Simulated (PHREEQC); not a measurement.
1 kg of water holding 0.0091 mol/kgw NaCl, 0.28 mol/kgw KCl and 0.013 mol/kgw NaHCO3 is evaporated at 30 °C; the solids stay in contact with the brine. CO2 is held at log p = -3.4 (atm). The run lets Halite, Kalicinite, Nahcolite, Natron, Sylvite, Trona precipitate or redissolve, and no other solid.

Base run: PHREEQC, Pitzer model, pitzer.dat. Each further column changes one thing. The table gives ionic strength.

```tsv
H2O removed (mol)	base	temperature from 30 to 5 °C	temperature from 30 to 25 °C
0	0.304	0.303	0.304
24.69	0.549	0.547	0.548
34.69	0.814	0.811	0.813
43.95	1.47	1.46	1.47
49.09	2.65	2.64	2.65
51.94	4.78	4.19	4.78
53.1	5.44	4.35	5.24
54.17	5.80	4.74	5.60
54.76	6.42	5.44	6.24
55.01	7.08	6.17	6.92
55.23	8.52	7.93	8.54
```

 Away from 25 °C the constants follow the database's enthalpies or fits; those with neither stay at their 25 °C values.
